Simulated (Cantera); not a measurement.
# Cu2O + H2 + N2 (hydrogen reduction and annealing atmospheres)

Charge: 1 mol Cu2O, 140 mol H2, 30 mol N2, equilibrated at 278 Torr.

These are equilibrium values from Cantera (NASA tables, ideal gas, pure condensed phases), not measurements of a reactor. Candidate condensed phases: Cu, CuO, Cu(OH)2, Cu2O, H2O; 27 gas species. Equilibrium is a limit: real reactors are often held back by kinetics, nucleation or transport.

| T (K) | x H2 | x N2 | x H2O | x NH3 | x H | n Cu(s) | n Cu(l) |
|---|---|---|---|---|---|---|---|
| 725 | 0.817 | 0.176 | 0.00589 | 0.000786 | <1e-12 | 2.00 | 0 |
| 825 | 0.817 | 0.176 | 0.00588 | 0.000269 | 1.18e-11 | 2.00 | 0 |
| 925 | 0.818 | 0.176 | 0.00588 | 0.000114 | 3.87e-10 | 2.00 | 0 |
| 1025 | 0.818 | 0.176 | 0.00588 | 5.69e-5 | 6.48e-9 | 2.00 | 0 |
| 1125 | 0.818 | 0.176 | 0.00588 | 3.19e-5 | 6.61e-8 | 2.00 | 0 |
| 1225 | 0.818 | 0.176 | 0.00588 | 1.96e-5 | 4.63e-7 | 2.00 | 0 |
| 1325 | 0.818 | 0.176 | 0.00588 | 1.29e-5 | 2.43e-6 | 2.00 | 0 |
| 1425 | 0.818 | 0.176 | 0.00588 | 9.03e-6 | 1.01e-5 | 0 | 2.00 |
| 1525 | 0.818 | 0.176 | 0.00588 | 6.61e-6 | 3.52e-5 | 0 | 1.99 |
x: gas mole fraction; n: condensed amount in mol.

From 725 K to 1325 K the condensed part is Cu(s). From 1425 K to 1525 K the condensed part is Cu(l).
